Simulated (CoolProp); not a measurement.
A single-stage vapour-compression cycle with the fluid: evaporating at 294.15 K (dew point), condensing at 318.15 K (bubble point), superheat 0 K, subcooling 0 K, compressor efficiency 0.9, no pressure losses. The same conditions are run with several fluids, on thermodynamics alone (safety and materials aside).

Values from CoolProp's reference Helmholtz-energy equation of state of each fluid (cis-2-butene: Lemmon 2005; R1336mzz(Z): McLinden 2020; R1336mzz(E): Akasaka 2023; chlorine: Thol 2021; R113: Marx 1992; R114: Platzer 1990). The equations of Platzer and Polt are older, rougher fits.

| fluid | cooling COP | pressure ratio | discharge temperature (K) | refrigerating effect (kJ/kg) | volumetric capacity (kJ/m³) |
|---|---|---|---|---|---|
| cis-2-butene | 10.1 | 2.08 | … | 342 | … |
| R1336mzz(Z) | 9.89 | 2.42 | 318.1 | 141 | … |
| R1336mzz(E) | 9.59 | 2.21 | 318.2 | 116 | 1410 |
| chlorine | 9.91 | 1.85 | 347.6 | 227 | 5070 |
| R113 | 10.1 | … | 318.2 | 130 | … |
| R114 | … | 2.07 | 318.2 | 105 | … |

### Question
Some entries are withheld; supply them.

### Answer

- cis-2-butene, discharge temperature (K): 321.5
- cis-2-butene, volumetric capacity (kJ/m³): 1570
- R1336mzz(Z), volumetric capacity (kJ/m³): 614
- R113, pressure ratio: 2.43
- R113, volumetric capacity (kJ/m³): 389
- R114, cooling COP: 9.72
- R114, volumetric capacity (kJ/m³): 1480

The compression ends wet for: R1336mzz(Z); R1336mzz(E); R113; R114.
